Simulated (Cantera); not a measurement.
A closed system holds: 1 mol CCl4, 0.41 mol CH4, 2.9 mol H2, held at 1777 °C and 0.133 bar.

Cantera equilibrium calculation (NASA polynomials, part measured and part estimated; ideal gas, pure solids and liquids). Candidate condensed phases: C, C6H6, C7H8, C8H18; 91 gas species. The numbers say what is thermodynamically allowed, not how fast it happens.

Question: What is the equilibrium state?

Answer: 
* **x(HCl)**: 0.690
* **x(H2)**: 0.300
* **x(Cl)**: 0.00579
* **x(H)**: 0.00340
* **x(C2H2 (acetylene))**: 0.000319
* **x(Cl2)**: 5.66e-6
* **x(CH4)**: 4.48e-6
* **x(C2HCl)**: 3.44e-6
* **n(C(graphite))**: 1.41 mol
* **gas amount**: 5.746 mol
